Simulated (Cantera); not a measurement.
A closed system holds: 1 mol Si2Cl6, 13 mol N2, equilibrated at 627 °C and 320 Pa.

Equilibrium computed with Cantera from the NASA thermochemical tables; the gas is ideal and each condensed phase is pure. Candidate condensed phases: Si, Si3N4; 13 gas species. The feed counts by its element totals alone. N2 is the only nitrogen source here; it is nearly inert below about 1500 K, so the nitride shown seldom forms there in practice. The tables' values for SiCl3 are old estimates; treat these amounts as uncertain. Equilibrium is a limit: real reactors are often held back by kinetics, nucleation or transport.

Base state: N2 0.894, SiCl4 0.106, SiCl3 2.03e-5 (mole fractions); condensed: Si3N4(s).

What changes in the equilibrium state with this change: Si2Cl6 replaced by SiCl4?


| species | before | after |
|---|---|---|
| N2 | 0.894 | 0.929 |
| SiCl4 | 0.106 | 0.0714 |
| SiCl3 | 2.03e-5 | 1.89e-7 |
| Si3N4(s), mol | 0.167 | 0 |

What changes in the equilibrium state with this change: Si2Cl6 replaced by SiH4?


| species | before | after |
|---|---|---|
| N2 | 0.894 | 0.860 |
| H2 | 0 | 0.140 |
| SiCl4 | 0.106 | 0 |
| SiCl3 | 2.03e-5 | 0 |
| Si3N4(s), mol | 0.167 | 0.333 |
